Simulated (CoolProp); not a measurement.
A single-stage vapour-compression cycle with R22: evaporating at 193.15 K (dew point), condensing at 226.15 K (bubble point), superheat 0 K, subcooling 2 K, compressor efficiency 0.8, no pressure losses. Each further row changes one setting.

Model: reference Helmholtz-energy equation of state, Kamei 1995, in CoolProp.

```csv
case,cooling COP,pressure ratio,discharge temperature (K),refrigerating effect (kJ/kg),volumetric capacity (kJ/m³)
as stated,4.11,7.24,288.2,224,126
evaporating temperature 198.15 K,5.09,5.10,276.4,226,176
condensing temperature 221.15 K,4.94,5.61,275.1,229,129
subcooling 7 K,4.21,7.24,288.2,229,129
superheat 10 K,4.01,7.24,300.4,229,122
compressor efficiency 0.7,3.60,7.24,300.0,224,126
```
